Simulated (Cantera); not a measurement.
An isothermal, constant-pressure homogeneous reactor starts with 2.22 % C2H6, 97.8 % N2, at 1725 K and 0.0267 bar.

Model: GRI-Mech 3.0 (53 species, 325 reactions), integrated in Cantera. GRI-Mech 3.0 stops at C3 and has no aromatics, soot or wall deposition, so with more carbon than oxygen in the feed, carbon stays in small species such as C2H2 where larger ones or solid carbon would form. Radical loss at walls, strong at low pressure, is not modelled.

x: mole fraction; the columns are a selection and need not sum to one.

```csv
t (s),x C2H6,x C2H4,x CH3,x CH2,x C2H2
0.000100,0.0186,0.000355,0.00568,1.06e-5,9.80e-7
0.000228,0.0129,0.00307,0.00994,3.82e-5,0.000105
0.000518,0.00363,0.00888,0.0105,6.24e-5,0.00220
0.00118,0.000174,0.00693,0.00394,4.06e-5,0.0102
0.00268,1.38e-5,0.00255,0.00138,1.40e-5,0.0162
0.00611,3.98e-6,0.000683,0.000694,5.46e-6,0.0186
0.0139,1.56e-6,0.000157,0.000407,2.46e-6,0.0195
0.0316,6.62e-7,5.38e-5,0.000253,1.18e-6,0.0199
0.0720,3.05e-7,2.54e-5,0.000167,6.37e-7,0.0201
0.164,1.56e-7,1.35e-5,0.000118,4.20e-7,0.0204
0.373,7.38e-8,6.65e-6,8.19e-5,3.12e-7,0.0207
0.848,2.34e-8,2.66e-6,4.69e-5,2.06e-7,0.0210
1.93,?,?,?,?,0.0211
4.39,6.69e-10,1.00e-6,?,?,0.0212
10.0,8.84e-11,9.64e-7,3.00e-6,1.74e-8,0.0212
```

Q: Complete the blanks.

A: 
- 1.93, x C2H6: 4.59e-9
- 1.93, x C2H4: 1.27e-6
- 1.93, x CH3: 2.12e-5
- 1.93, x CH2: 1.08e-7
- 4.39, x CH3: 8.24e-6
- 4.39, x CH2: 4.60e-8
